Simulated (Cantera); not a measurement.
Cantera run, input and output.

```python
import numpy as np
import cantera as ct

gas = ct.Solution("gri30.yaml")
gas.TPX = 923, 100000, {'H2': 1.5, 'O2': 1, 'N2': 0.69}
reactor = ct.IdealGasConstPressureReactor(gas, energy="off", clone=False)
net = ct.ReactorNet([reactor])
net.rtol, net.atol = 1e-08, 1e-18
show = ['H2', 'O2', 'NO', 'OH', 'NO2']
times = np.geomspace(1e-06, 7, 15)

steps = ct.SolutionArray(gas, extra=["t"])
rows = []
print(f"{'t/s':>10s}{'T/K':>9s}{'P/Pa':>11s}" + "".join(f"{s:>11s}" for s in show))
for t in times:
    while net.time < t:
        t_next = net.step()
        steps.append(gas.state, t=t_next)
    rows.append([np.interp(t, steps.t, y) for y in (steps.T, steps.P, *steps(*show).X.T)])
    print(f"{t:10.3e}{rows[-1][0]:9.1f}{rows[-1][1]:11.4g}" + "".join(f"{x:11.3e}" for x in rows[-1][2:]))
rate = np.gradient(steps.T, steps.t)
print("integrator steps:", len(steps.t))
if steps.T.max() > steps.T[0] + 200:
    print(f"time of steepest temperature rise: {steps.t[rate.argmax()]:.4e} s")
gas.TPX = 923, 100000, {'H2': 1.5, 'O2': 1, 'N2': 0.69}
gas.equilibrate("TP")
print(f"equilibrium (TP): T = {gas.T:.1f} K  " + "  ".join(f"{s} {gas[s].X[0]:.3e}" for s in show))
```

Result:

```
       t/s      T/K       P/Pa         H2         O2         NO         OH        NO2
 1.000e-06    923.0      1e+05  4.702e-01  3.135e-01  1.551e-28  1.713e-13  1.465e-38
 3.083e-06    923.0      1e+05  4.702e-01  3.135e-01  5.922e-27  6.286e-13  5.990e-36
 9.503e-06    923.0      1e+05  4.702e-01  3.135e-01  1.498e-25  1.652e-12  2.065e-33
 2.930e-05    923.0      1e+05  4.702e-01  3.135e-01  1.986e-24  2.687e-12  4.229e-31
 9.031e-05    923.0      1e+05  4.702e-01  3.135e-01  1.159e-23  2.943e-12  3.472e-29
 2.784e-04    923.0      1e+05  4.702e-01  3.135e-01  4.587e-23  3.208e-12  1.534e-27
 8.582e-04    923.0      1e+05  4.702e-01  3.135e-01  1.937e-22  4.115e-12  6.357e-26
 2.646e-03    923.0      1e+05  4.702e-01  3.135e-01  1.377e-21  8.033e-12  4.324e-24
 8.156e-03    923.0      1e+05  4.702e-01  3.135e-01  4.831e-20  4.198e-11  1.853e-21
 2.514e-02    923.0      1e+05  4.702e-01  3.134e-01  2.012e-17  1.131e-09  3.108e-17
 7.751e-02    923.0      1e+05  4.666e-01  3.114e-01  1.299e-14  3.175e-08  4.475e-14
 2.389e-01    923.0      1e+05  4.191e-01  2.893e-01  2.551e-13  6.203e-08  1.115e-12
 7.366e-01    923.0      1e+05  2.958e-01  2.342e-01  3.810e-13  6.284e-08  3.014e-12
 2.271e+00    923.0      1e+05  7.561e-02  1.361e-01  4.384e-13  7.881e-08  6.477e-12
 7.000e+00    923.0      1e+05  2.309e-03  1.035e-01  8.849e-14  2.827e-08  9.368e-12
integrator steps: 1271
equilibrium (TP): T = 923.0 K  H2 1.409e-11  O2 1.025e-01  NO 5.261e-06  OH 4.683e-08  NO2 3.526e-07
```

Cantera simulation using GRI-Mech 3.0 (53 species, 325 reactions); the numbers are that mechanism's predictions, not measurements. Below about 950 K walls govern HO2 and H2O2 in real vessels. The temperature is held fixed by assumption; the heat of reaction is taken as removed at once.
